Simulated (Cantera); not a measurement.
Cantera run, input and output.

```python
import numpy as np
import cantera as ct

gas = ct.Solution("h2o2.yaml")
gas.TPX = 1275, 1333, {'H2': 0.0091, 'O2': 1}
reactor = ct.IdealGasConstPressureReactor(gas, energy="off", clone=False)
net = ct.ReactorNet([reactor])
net.rtol, net.atol = 1e-08, 1e-18
show = ['H2', 'O2', 'O', 'H', 'H2O2', 'OH', 'HO2']
times = np.geomspace(0.0003, 200, 12)

steps = ct.SolutionArray(gas, extra=["t"])
rows = []
print(f"{'t/s':>10s}{'T/K':>9s}{'P/Pa':>11s}" + "".join(f"{s:>11s}" for s in show))
for t in times:
    while net.time < t:
        t_next = net.step()
        steps.append(gas.state, t=t_next)
    rows.append([np.interp(t, steps.t, y) for y in (steps.T, steps.P, *steps(*show).X.T)])
    print(f"{t:10.3e}{rows[-1][0]:9.1f}{rows[-1][1]:11.4g}" + "".join(f"{x:11.3e}" for x in rows[-1][2:]))
rate = np.gradient(steps.T, steps.t)
print("integrator steps:", len(steps.t))
if steps.T.max() > steps.T[0] + 200:
    print(f"time of steepest temperature rise: {steps.t[rate.argmax()]:.4e} s")
gas.TPX = 1275, 1333, {'H2': 0.0091, 'O2': 1}
gas.equilibrate("TP")
print(f"equilibrium (TP): T = {gas.T:.1f} K  " + "  ".join(f"{s} {gas[s].X[0]:.3e}" for s in show))
```

It prints:

```
       t/s      T/K       P/Pa         H2         O2          O          H       H2O2         OH        HO2
 3.000e-04   1275.0       1333  9.018e-03  9.910e-01  1.115e-08  2.013e-09  1.870e-12  9.777e-09  9.363e-09
 1.015e-03   1275.0       1333  9.018e-03  9.910e-01  1.084e-07  1.113e-08  2.051e-11  8.422e-08  3.178e-08
 3.436e-03   1275.0       1333  8.985e-03  9.910e-01  2.145e-05  1.988e-06  2.283e-10  1.610e-05  1.432e-07
 1.163e-02   1275.0       1333  5.081e-05  9.826e-01  7.758e-03  3.195e-04  1.627e-08  9.510e-04  6.383e-07
 3.935e-02   1275.0       1333  3.073e-05  9.833e-01  7.105e-03  2.592e-04  1.397e-08  8.452e-04  5.769e-07
 1.332e-01   1275.0       1333  2.299e-05  9.853e-01  5.255e-03  1.656e-04  1.321e-08  7.318e-04  5.001e-07
 4.506e-01   1275.0       1333  1.067e-05  9.883e-01  2.395e-03  5.138e-05  1.080e-08  4.996e-04  3.345e-07
 1.525e+00   1275.0       1333  2.451e-06  9.903e-01  5.425e-04  5.582e-06  5.973e-09  2.401e-04  1.399e-07
 5.160e+00   1275.0       1333  3.517e-07  9.908e-01  7.747e-05  3.027e-07  1.846e-09  9.121e-05  3.616e-08
 1.746e+01   1275.0       1333  4.963e-08  9.909e-01  1.094e-05  1.609e-08  3.933e-10  3.435e-05  9.576e-09
 5.910e+01   1275.0       1333  9.476e-09  9.909e-01  2.093e-06  1.348e-09  9.126e-11  1.503e-05  7.681e-09
 2.000e+02   1275.0       1333  4.490e-09  9.909e-01  9.939e-07  4.417e-10  4.794e-11  1.036e-05  9.539e-09
integrator steps: 1889
equilibrium (TP): T = 1275.0 K  H2 4.378e-09  O2 9.909e-01  O 9.691e-07  H 4.253e-10  H2O2 4.695e-11  OH 1.023e-05  HO2 9.626e-09
```

Cantera simulation using the H2/O2 subset of GRI-Mech 3.0, which has no nitrogen chemistry; the numbers are that mechanism's predictions, not measurements. Radical loss at walls, strong at low pressure, is not modelled.
